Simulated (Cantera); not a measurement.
Cantera run:

```python
import numpy as np
import cantera as ct

gas_names = """
    Fe FeO Fe(OH)2 H HO2 H2 H2O H2O2 H2S H2SO4 O OH O2 O3 S SH SO SO2 SO3 S2 S2O S8
""".split()
cond_names = """
    Fe(a) Fe(c) Fe(d) Fe(L) FeO(s) FeO(L) Fe(OH)2(s) Fe(OH)3(s) FeS(a) FeS(b) FeS(c) FeS(L) FeSO4(s)
    FeS2(s) Fe2O3(s) Fe2S3O12(s) Fe3O4(s) H2O(s) H2O(L) H2SO4(L) S(cr1) S(cr2) S(L)
""".split()


def load(file, names, dense=False):
    # The tables refer to 1 bar. Condensed volumes are neglected.
    table = {s.name: s for s in ct.Species.list_from_file(file)}
    out = []
    for n in names:
        d = dict(table[n].input_data)
        d["thermo"] = dict(d["thermo"], **{"reference-pressure": 1e5})
        if dense:
            d["equation-of-state"] = {"model": "constant-volume", "density": "1e6 g/cm^3"}
        out.append(ct.Species.from_dict(d))
    return out


gas = ct.Solution(thermo="ideal-gas", species=load("nasa_gas.yaml", gas_names))
cond = {s.name: ct.Solution(thermo="fixed-stoichiometry", species=[s], name=s.name)
        for s in load("nasa_condensed.yaml", cond_names, dense=True)}
atoms = {
    'FeS2': {'Fe': 1, 'S': 2},
    'O2': {'O': 2},
    'H2O': {'H': 2, 'O': 1},
}
top_T = {'FeSO4(s)': 950, 'FeS2(s)': 1010, 'Fe2O3(s)': 1830, 'Fe2S3O12(s)': 1100, 'Fe3O4(s)': 1870}  # K; cautious upper limits of use, not melting points


def equilibrate(T, P, feed):
    n = {}
    for name, mol in feed.items():
        for a, k in atoms[name].items():
            n[a] = n.get(a, 0.0) + k * mol
    gas.TPX = T, P, n
    mass = sum(n.values()) * gas.mean_molecular_weight
    gas.equilibrate("TP")
    valid = [c for c in cond.values() if c.min_temp <= T <= top_T.get(c.name, c.max_temp)]
    mix = ct.Mixture([(gas, mass / gas.mean_molecular_weight)] + [(c, 0.0) for c in valid])
    mix.T, mix.P = T, P
    mix.equilibrate("TP", solver="vcs", rtol=1e-11, max_steps=5000)
    return mix


results = []
feed = {'FeS2': 1, 'O2': 1.2, 'H2O': 0.97}  # mol
T = 950  # K
for P in [1000, 3500, 13000, 45000, 160000, 560000, 2000000]:
    mix = equilibrate(T, P, feed)
    results.append((T, P, feed, dict(zip(mix.species_names, mix.species_moles))))

top = {s: max(r[3][s] / sum(r[3][g] for g in gas_names) for r in results) for s in gas_names}
cols = sorted((s for s in top if top[s] > 0.0001), key=lambda s: -top[s])[:6]
seen = [c for c in cond_names if any(r[3].get(c, 0) > 1e-12 for r in results)]
print("log10 of partial pressures in bar; condensed amounts in mol")
print(f"{'P/Pa':>10s}" + "".join(f"{s[:9]:>10s}" for s in cols + seen))
for T, P, feed, n in results:
    ng = sum(n[g] for g in gas_names)
    print(f"{P:10.4g}" + "".join(f"{np.log10(max(n[s] / ng * P / 1e5, 1e-99)):10.3f}" for s in cols)
          + "".join(f"{n.get(c, 0):10.4g}" for c in seen))
```

Result:

```
log10 of partial pressures in bar; condensed amounts in mol
      P/Pa       SO2       H2O        S2       H2S       S2O        H2    FeS(c)   FeS2(s)  Fe3O4(s)
      1000    -2.293    -2.343    -3.553    -4.188    -5.035    -4.791    0.7944         0   0.06853
      3500    -1.744    -1.799    -3.115    -3.589    -4.432    -4.411    0.8081         0   0.06396
   1.3e+04    -1.171    -1.229    -2.656    -2.962    -3.801    -4.014    0.8186         0   0.06045
   4.5e+04    -0.629    -0.690    -2.222    -2.369    -3.205    -3.637    0.8257         0   0.05811
   1.6e+05    -0.076    -0.140    -1.780    -1.763    -2.597    -3.253    0.8305         0   0.05651
   5.6e+05     0.469     0.403    -1.344    -1.165    -1.997    -2.874    0.8332         0    0.0556
     2e+06     0.979     1.002    -0.991    -0.557    -1.478    -2.441         0    0.5263    0.1579
```

Equilibrium computed with Cantera from the NASA thermochemical tables; the gas is ideal and each condensed phase is pure. FeS: taken at fixed stoichiometry. Gases not in the tables: S3 to S7.
